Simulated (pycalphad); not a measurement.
An equivalent pycalphad script:

```python
from pycalphad import Database, equilibrium, calculate, variables as v
import numpy as np
db = Database('COST507.tdb')
comps = ['SI', 'FE', 'VA']
phases = ['BCC_B2', 'DIAMOND_A4', 'FCC_A1', 'FE2SI', 'FE5SI3', 'FESI', 'FESI2_H', 'FESI2_L', 'LIQUID']
eq = equilibrium(db, comps, phases, {v.X('FE'): 0.298, v.T: np.arange(2250, 499, -50), v.P: 101325, v.N: 1}, output=['HM', 'SM'])
```

CALPHAD calculation (pycalphad, COST 507 light-alloy database (1999)), 1 atm. The data set is of 1999 and partly superseded. Amounts are mole fractions of atoms. Diffusion is slow at the low end, where real alloys seldom reach equilibrium.

Results at three of the temperatures:

```
T = 1900.00 K, P = 101325 Pa, N = 1 mol of atoms
G = -119972 J/mol, H = 52254 J/mol, S = 90.65 J/(mol K)  (SER reference)
chemical potentials (J/mol): Si -92592, Fe -184472
phase             fraction      x(Si)      x(Fe)
LIQUID              1.0000     0.7020     0.2980
```

```
T = 1450.00 K, P = 101325 Pa, N = 1 mol of atoms
G = -81551 J/mol, H = 14422 J/mol, S = 66.19 J/(mol K)  (SER reference)
chemical potentials (J/mol): Si -54069, Fe -146289
phase             fraction      x(Si)      x(Fe)
FESI2_H             0.9933     0.7000     0.3000
DIAMOND_A4          0.0067     1.0000       none
```

```
T = 1050.00 K, P = 101325 Pa, N = 1 mol of atoms
G = -57646 J/mol, H = -2407 J/mol, S = 52.61 J/(mol K)  (SER reference)
chemical potentials (J/mol): Si -32780, Fe -116221
phase             fraction      x(Si)      x(Fe)
FESI2_L             0.8940     0.6667     0.3333
DIAMOND_A4          0.1060     1.0000       none
```

Changes of the phase set, refined by bisection:

| T (°C) | phases above | phases below |
|---|---|---|
| 1208.7 | liquid | FESI2_H + liquid |
| 1205.2 | FESI2_H + liquid | diamond (Si) + FESI2_H |
| 959.7 | diamond (Si) + FESI2_H | diamond (Si) + FESI2_L |

Database names, with the compositions (at.%) that they take in these runs: FESI2_H: Si 70 Fe 30; FESI2_L: Si 67 Fe 33. DIAMOND_A4 is diamond (Si). An entry "none" or "no" means that the model of the phase leaves that element out.
